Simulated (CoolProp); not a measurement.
Vapour-liquid equilibrium of benzene (1) + n-dodecane (2) at 407 K; x and y are mole fractions of (1).

Values from CoolProp's multi-fluid Helmholtz-energy mixture model, Thol 2012 and Lemmon 2004; pair parameters Bell 2016.

| x | bubble pressure, mixture model (bar) | bubble pressure, Raoult's law (bar) | y, mixture model | y, Raoult's law |
|---|---|---|---|---|
| 0.05 | 0.2382 | 0.2874 | 0.656 | 0.719 |
| 0.15 | 0.5973 | 0.6920 | 0.875 | 0.895 |
| 0.25 | 0.9999 | 1.097 | 0.933 | 0.942 |
| 0.35 | 1.418 | 1.501 | 0.958 | 0.963 |
| 0.45 | 1.834 | 1.906 | [?] | 0.975 |
| 0.55 | 2.241 | 2.310 | 0.981 | 0.983 |
| 0.65 | 2.643 | 2.715 | 0.987 | 0.989 |
| 0.75 | 3.049 | 3.120 | [?] | 0.993 |
| 0.85 | 3.469 | 3.524 | [?] | 0.996 |
| 0.95 | 3.907 | 3.929 | 0.999 | 0.999 |

Question: Some entries are withheld; supply them.

Answer: 
- 0.45, y, mixture model: 0.972
- 0.75, y, mixture model: 0.991
- 0.85, y, mixture model: 0.995

The largest gap from Raoult's law is -17.1 % in bubble pressure, at x = 0.05. No azeotrope shows between x = 0.05 and 0.95.

Pair parameters are fitted to limited data, so mixtures are less certain than the pure fluids.
